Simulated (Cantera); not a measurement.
A closed system holds: 1 mol Si, 2.8 mol Br2, 30 mol H2, equilibrated at 1773 K and 0.00975 Torr.

Method: chemical equilibrium by Gibbs-energy minimisation in Cantera with the NASA 1993 tables (ideal gas, pure condensed phases). Candidate condensed phases: Br2, Si; 19 gas species. The tables' values for SiBr are old estimates; treat these amounts as uncertain. The numbers say what is thermodynamically allowed, not how fast it happens.

Base state: H2 0.756, Br 0.117, H 0.0686, HBr 0.0309, Si 0.0251, SiBr 0.00108, SiBr2 0.000498, SiH 9.73e-5 (mole fractions); condensed: gas only.

Problem. What changes in the equilibrium state with this change: Br2 from 2.8 to 0.63 mol?

Solution. 
| species | before | after |
|---|---|---|
| H2 | 0.756 | 0.859 |
| H | 0.0686 | 0.0731 |
| Si | 0.0251 | 0.0295 |
| Br | 0.117 | 0.0292 |
| HBr | 0.0309 | 0.00820 |
| SiBr2 | 0.000498 | 3.61e-5 |
| SiBr | 0.00108 | 0.000314 |
| Si2 | 2.15e-5 | 2.95e-5 |
